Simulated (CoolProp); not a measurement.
Vapour-liquid equilibrium of dimethyl ether (1) + R227EA (2) at 0.541 MPa; x and y are mole fractions of (1).

The numbers come from the multi-fluid Helmholtz-energy mixture model, Wu 2011 and Lemmon 2016; pair parameters Bell 2016 in CoolProp.

### Question
Give the bubble temperature and the first vapour's composition at x = 0.725, 0.8, 0.95. Is there an azeotrope?

### Answer
x = 0.725: 29.2 °C, y = 0.838; x = 0.8: 27.1 °C, y = 0.895; x = 0.95: 23.2 °C, y = 0.979. y crosses x between x = 0.275 and 0.35: the model has an azeotrope there.

Pair parameters are fitted to limited data, so mixtures are less certain than the pure fluids.
